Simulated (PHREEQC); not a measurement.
PHREEQC input (ion-association model, wateq4f.dat):

```
SOLUTION_MASTER_SPECIES
  An  An-  0  An  62.0  # stands for a non-complexing anion
SOLUTION_SPECIES
  An- = An-
    -log_k 0
    -gamma 3.0 0
PHASES
  Fix_H+
    H+ = H+
    -log_k 0
SOLUTION 1
  temp 25
  units mmol/kgw
  pH 7 charge
  Na 1
  An 1
END
SELECTED_OUTPUT 1
  -reset false
  -pH true
  -pe true
  -ionic_strength true
  -water true
  -totals Na
  -molalities Hfo_wOH Hfo_wOH2+ Hfo_wO- Hfo_sOH Hfo_sOH2+ Hfo_sO-
USER_PUNCH 1
  -headings sigma psi
  10 PUNCH EDL("sigma", "Hfo"), EDL("psi", "Hfo")
PRINT
  -reset false
USE solution 1
SURFACE 1
  Hfo_wOH 0.00121348 600 0.54
  Hfo_sOH 3.03371e-05
EQUILIBRIUM_PHASES 1
  Fix_H+ -4 HAn 10
    -force_equality true
  O2(g) -0.68 10
END
# ... the last block is repeated for the other 16 points of pH, with NaOH or the acid as the point needs
```

Selected output (columns that matter, 17 of 17 rows; pH added in front):

```
pH	mu	Na	m_Hfo_wOH	m_Hfo_wOH2+	m_Hfo_wO-	m_Hfo_sOH	m_Hfo_sOH2+	m_Hfo_sO-	sigma	psi
4	0.0013109	0.001	0.0007501	0.00043366	2.9723e-05	1.8753e-05	1.0841e-05	7.4308e-07	0.12331	0.2087
4.5	0.0011691	0.001	0.00084457	0.00031744	5.1477e-05	2.1114e-05	7.9359e-06	1.2869e-06	0.081188	0.19019
5	0.0010973	0.001	0.00089404	0.00024457	7.4869e-05	2.2351e-05	6.1144e-06	1.8717e-06	0.051805	0.16877
5.5	0.0010568	0.001	0.0009169	0.00020055	9.6034e-05	2.2923e-05	5.0137e-06	2.4009e-06	0.031905	0.14494
6	0.0010329	0.001	0.00092627	0.0001747	0.00011251	2.3157e-05	4.3674e-06	2.8128e-06	0.018983	0.11917
6.5	0.0010186	0.001	0.00092977	0.00015972	0.00012399	2.3244e-05	3.9929e-06	3.0999e-06	0.010904	0.091989
7	0.00101	0.001	0.00093099	0.00015095	0.00013154	2.3275e-05	3.7739e-06	3.2884e-06	0.0059273	0.063895
7.5	0.0010047	0.001	0.00093139	0.00014556	0.00013653	2.3285e-05	3.639e-06	3.4132e-06	0.0027571	0.035262
8	0.0010008	0.001	0.0009315	0.00014175	0.00014023	2.3288e-05	3.5437e-06	3.5059e-06	0.00046126	0.0063695
8.5	0.0010061	0.0010089	0.00093146	0.00013825	0.00014377	2.3287e-05	3.4561e-06	3.5943e-06	-0.0016875	-0.022567
9	0.0010177	0.0010251	0.00093122	0.00013393	0.00014833	2.3281e-05	3.3483e-06	3.7082e-06	-0.0043935	-0.051338
9.5	0.0010472	0.0010615	0.00093044	0.00012752	0.00015552	2.3261e-05	3.1881e-06	3.888e-06	-0.0085469	-0.079677
10	0.0011302	0.0011564	0.00092795	0.00011717	0.00016836	2.3199e-05	2.9293e-06	4.2089e-06	-0.015625	-0.10715
10.5	0.0013783	0.0014266	0.00091961	9.9863e-05	0.000194	2.299e-05	2.4966e-06	4.85e-06	-0.028737	-0.13285
11	0.0021467	0.0022393	0.00088927	7.1762e-05	0.00025245	2.2232e-05	1.794e-06	6.3112e-06	-0.055157	-0.1548
11.5	0.0045897	0.0047717	0.00078599	3.6166e-05	0.00039132	1.965e-05	9.0416e-07	9.783e-06	-0.10842	-0.16995
12	0.012583	0.012921	0.00053441	9.7755e-06	0.00066928	1.336e-05	2.4439e-07	1.6732e-05	-0.20133	-0.17583
```
